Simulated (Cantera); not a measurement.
Input (Python, Cantera) and output of one run.

```python
import numpy as np
import cantera as ct

gas_names = """
    H HO2 H2 H2O H2O2 O OH O2 O3 V VO VO2
""".split()
cond_names = """
    H2O(s) H2O(L) V(cr) V(L) VO(s) VO(L) V2O3(s) V2O3(L) V2O4(I) V2O4(II) V2O4(L) V2O5(s) V2O5(L)
""".split()


# ... load() reads the species with a 1 bar reference pressure and builds the phases ...
atoms = {
    'V2O3': {'V': 2, 'O': 3},
    'H2': {'H': 2},
}
top_T = {}  # K; cautious upper limits of use, not melting points


# ... equilibrate(T, P, feed) seeds the gas with the atoms and calls Mixture.equilibrate('TP', solver="vcs", rtol=1e-11, max_steps=5000) ...
results = []
T = 2198  # K
P = 170  # Pa
for m in [2.1, 2.8, 3.7, 4.9, 6.4, 8.5, 11]:
    feed = {'V2O3': 1, 'H2': m}  # mol
    mix = equilibrate(T, P, feed)
    results.append((T, P, feed, dict(zip(mix.species_names, mix.species_moles))))

top = {s: max(r[3][s] / sum(r[3][g] for g in gas_names) for r in results) for s in gas_names}
cols = sorted((s for s in top if top[s] > 0.0001), key=lambda s: -top[s])[:5]
seen = [c for c in cond_names if any(r[3].get(c, 0) > 1e-12 for r in results)]
print("log10 of partial pressures in bar; condensed amounts in mol")
print(f"{'n(H2)':>10s}" + "".join(f"{s[:9]:>10s}" for s in cols + seen))
for T, P, feed, n in results:
    ng = sum(n[g] for g in gas_names)
    print(f"{feed['H2']:10.4g}" + "".join(f"{np.log10(max(n[s] / ng * P / 1e5, 1e-99)):10.3f}" for s in cols)
          + "".join(f"{n.get(c, 0):10.4g}" for c in seen))
```

It prints:

```
log10 of partial pressures in bar; condensed amounts in mol
     n(H2)        H2       VO2         H       H2O        VO     VO(L)   V2O3(s)
       2.1    -2.940    -3.602    -3.724    -4.064    -4.594    0.6332    0.4654
       2.8    -2.940    -3.602    -3.724    -4.064    -4.594    0.8443    0.2872
       3.7    -2.940    -3.602    -3.724    -4.064    -4.594     1.116   0.05807
       4.9    -2.921    -3.689    -3.715    -4.131    -4.594     1.177         0
       6.4    -2.901    -3.797    -3.705    -4.220    -4.594      1.16         0
       8.5    -2.885    -3.913    -3.697    -4.320    -4.594     1.131         0
        11    -2.874    -4.019    -3.691    -4.416    -4.594     1.091         0
```

Equilibrium computed with Cantera from the NASA thermochemical tables; the gas is ideal and each condensed phase is pure. Mutual solubility and eutectic melting of coexisting phases are not modelled. VO: taken at fixed stoichiometry. Condensed phases not in the tables: the oxides between V2O3 and V2O5 other than VO2.
